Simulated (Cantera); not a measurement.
Input (Python, Cantera) and output of one run.

```python
import numpy as np
import cantera as ct

gas_names = """
    AL ALCL ALCL2 ALCL3 ALH AL2 AL2CL6 CL CL2 H HCL H2
""".split()
cond_names = """
    AL(cr) AL(L) ALCL3(s) ALCL3(L)
""".split()


# ... load() reads the species with a 1 bar reference pressure and builds the phases ...
atoms = {
    'AlCl3': {'AL': 1, 'CL': 3},
    'HCl': {'H': 1, 'CL': 1},
    'H2': {'H': 2},
}
top_T = {}  # K; cautious upper limits of use, not melting points


# ... equilibrate(T, P, feed) seeds the gas with the atoms and calls Mixture.equilibrate('TP', solver="vcs", rtol=1e-11, max_steps=5000) ...
results = []
feed = {'AlCl3': 1, 'HCl': 1.1, 'H2': 480}  # mol
P = 33  # Pa
for T in [650, 800, 950, 1100, 1250, 1400, 1550, 1700, 1850, 2000, 2150]:
    mix = equilibrate(T, P, feed)
    results.append((T, P, feed, dict(zip(mix.species_names, mix.species_moles))))
    x = sorted(zip(gas.X, gas.species_names), reverse=True)
    print(f"T = {T:g} K  P = {P:g} Pa  gas = {mix.phase_moles(0):.4g} mol")
    print("   x: " + "  ".join(f"{s} {v:.3e}" for v, s in x if v > 0.001))
    print("   condensed (mol): " + ("  ".join(f"{mix.phase(i).name} {mix.phase_moles(i):.4g}"
          for i in range(1, mix.n_phases) if mix.phase_moles(i) > 1e-12) or "none"))
```

Output:

```
T = 650 K  P = 33 Pa  gas = 482.1 mol
   x: H2 9.956e-01  HCL 2.282e-03  ALCL3 2.074e-03
   condensed (mol): none
T = 800 K  P = 33 Pa  gas = 482.1 mol
   x: H2 9.956e-01  HCL 2.282e-03  ALCL3 2.074e-03
   condensed (mol): none
T = 950 K  P = 33 Pa  gas = 482.1 mol
   x: H2 9.956e-01  HCL 2.302e-03  ALCL3 2.060e-03
   condensed (mol): none
T = 1100 K  P = 33 Pa  gas = 482.4 mol
   x: H2 9.943e-01  HCL 3.607e-03  ALCL3 1.352e-03
   condensed (mol): none
T = 1250 K  P = 33 Pa  gas = 483 mol
   x: H2 9.919e-01  HCL 6.045e-03  ALCL 1.833e-03
   condensed (mol): none
T = 1400 K  P = 33 Pa  gas = 483.2 mol
   x: H2 9.913e-01  HCL 6.374e-03  ALCL 2.034e-03
   condensed (mol): none
T = 1550 K  P = 33 Pa  gas = 483.5 mol
   x: H2 9.898e-01  HCL 6.395e-03  ALCL 2.054e-03  H 1.725e-03
   condensed (mol): none
T = 1700 K  P = 33 Pa  gas = 485.1 mol
   x: H2 9.835e-01  H 8.044e-03  HCL 6.371e-03  ALCL 2.033e-03
   condensed (mol): none
T = 1850 K  P = 33 Pa  gas = 490.3 mol
   x: H2 9.624e-01  H 2.909e-02  HCL 6.299e-03  ALCL 1.915e-03
   condensed (mol): none
T = 2000 K  P = 33 Pa  gas = 504.8 mol
   x: H2 9.062e-01  H 8.522e-02  HCL 6.121e-03  ALCL 1.571e-03
   condensed (mol): none
T = 2150 K  P = 33 Pa  gas = 539.1 mol
   x: H2 7.857e-01  H 2.058e-01  HCL 5.562e-03  CL 1.066e-03
   condensed (mol): none
```

Method: chemical equilibrium by Gibbs-energy minimisation in Cantera with the NASA 1993 tables (ideal gas, pure condensed phases). The tables' values for AlCl2 are old estimates; treat these amounts as uncertain.
